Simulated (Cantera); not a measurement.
An adiabatic, constant-pressure homogeneous reactor starts with H₂ : O₂ : N₂ = 1 : 0.312 : 2.84 (molar parts), equivalence ratio 1.6, at 1675 K and 410000 Pa.

Model: the H2/O2 subset of GRI-Mech 3.0, which has no nitrogen chemistry, integrated in Cantera. The hydrogen kinetics of GRI-Mech 3.0 are dated; newer H2 mechanisms differ, most at raised pressure.

x: mole fraction; the columns are a selection and need not sum to one.

| t (s) | T (K) | x H₂ | x O₂ | x H₂O₂ | x H | x HO₂ | x OH |
|---|---|---|---|---|---|---|---|
| 4.00e-6 | 1914 | 0.0824 | 0.00842 | 1.06e-6 | 0.0802 | 1.28e-5 | 0.0105 |
| 9.85e-6 | 2303 | 0.0873 | 0.00250 | 2.80e-7 | 0.0431 | 3.23e-6 | 0.0110 |
| 2.43e-5 | 2510 | 0.0918 | ? | ? | ? | ? | ? |
| 5.98e-5 | 2616 | 0.0943 | 0.000251 | 6.12e-8 | 0.0117 | 3.39e-7 | 0.00454 |
| 0.000147 | 2653 | 0.0954 | 0.000113 | 3.42e-8 | 0.00786 | 1.40e-7 | 0.00318 |
| 0.000363 | 2657 | 0.0955 | 0.000101 | 3.11e-8 | 0.00742 | 1.22e-7 | 0.00301 |
| 0.000894 | 2657 | 0.0955 | 0.000101 | 3.11e-8 | 0.00741 | 1.22e-7 | 0.00301 |
| 0.00220 | 2657 | 0.0955 | 0.000101 | 3.11e-8 | 0.00741 | 1.22e-7 | 0.00301 |
| 0.00543 | 2657 | 0.0955 | 0.000101 | 3.11e-8 | 0.00741 | 1.22e-7 | 0.00301 |
| 0.0134 | 2657 | 0.0955 | 0.000101 | 3.11e-8 | 0.00741 | 1.22e-7 | 0.00301 |
| 0.0330 | 2657 | 0.0955 | 0.000101 | 3.11e-8 | 0.00741 | 1.22e-7 | 0.00301 |
| 0.0812 | 2657 | 0.0955 | 0.000101 | 3.11e-8 | 0.00741 | 1.22e-7 | 0.00301 |
| 0.200 | 2657 | 0.0955 | 0.000101 | 3.11e-8 | 0.00741 | 1.22e-7 | 0.00301 |

**Question.** What belongs in the gaps?

**Answer.** 
- 2.43e-5, x O₂: 0.000845
- 2.43e-5, x H₂O₂: 1.30e-7
- 2.43e-5, x H: 0.0224
- 2.43e-5, x HO₂: 1.14e-6
- 2.43e-5, x OH: 0.00763
